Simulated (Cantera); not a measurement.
A freely propagating, adiabatic, planar premixed flame of 48.4 % H2, 10.5 % O2, 41.1 % N2, equivalence ratio 2.3, unburnt at 448 K and 10.0 bar; unity-Lewis-number transport, grid criteria slope 0.08 and curve 0.16, no radiation.

Cantera simulation using the H2/O2 subset of GRI-Mech 3.0, which has no nitrogen chemistry; the numbers are that mechanism's predictions, not measurements. The hydrogen kinetics of GRI-Mech 3.0 are dated; newer H2 mechanisms differ, most at raised pressure. Unity Lewis numbers drop preferential diffusion, which matters most where H2 and H carry the flame. Burning velocities carry a grid error of a few per cent, more on coarse grids.

x: mole fraction of selected species; z is measured from the peak of heat release.

```tsv
z (mm)	T (K)	u (m/s)	x H2	x O2	x H2O	x H	x HO2	x O
-0.0829	448	2.61	0.484	0.105	2.74e-5	<1e-8	4.23e-7	<1e-8
-0.0553	450	2.62	0.484	0.105	0.000195	<1e-8	3.03e-6	<1e-8
-0.0415	454	2.64	0.484	0.105	0.000689	<1e-8	1.08e-5	<1e-8
-0.0276	482	2.80	0.481	0.103	[?]	<1e-8	[?]	[?]
-0.0138	[?]	4.14	0.458	[?]	[?]	[?]	[?]	[?]
-0.00691	1074	6.01	0.420	0.0671	0.0826	0.00189	0.000734	0.000114
0	1445	7.88	0.363	0.0380	0.146	0.0128	0.000311	0.000484
0.00691	1677	9.00	0.318	0.0161	0.193	0.0252	0.000115	0.000534
0.0138	1796	9.56	0.299	0.00599	0.216	0.0287	3.96e-5	0.000325
0.0276	1898	10.0	0.293	0.000978	0.228	0.0238	6.01e-6	0.000121
0.0553	1968	10.3	0.297	7.15e-5	0.232	0.0147	4.62e-7	4.02e-5
0.111	2012	10.5	0.301	6.28e-6	0.233	0.00795	5.95e-8	1.21e-5
0.221	2036	10.6	0.304	1.49e-6	0.234	0.00421	1.45e-8	3.51e-6
```

Problem. Fill in the missing entries.

Solution. 
- -0.0276, x H2O: 0.00415
- -0.0276, x HO2: 6.75e-5
- -0.0276, x O: 1.04e-7
- -0.0138, T (K): 725
- -0.0138, x O2: 0.0890
- -0.0138, x H2O: 0.0344
- -0.0138, x H: 2.48e-5
- -0.0138, x HO2: 0.000621
- -0.0138, x O: 8.58e-6
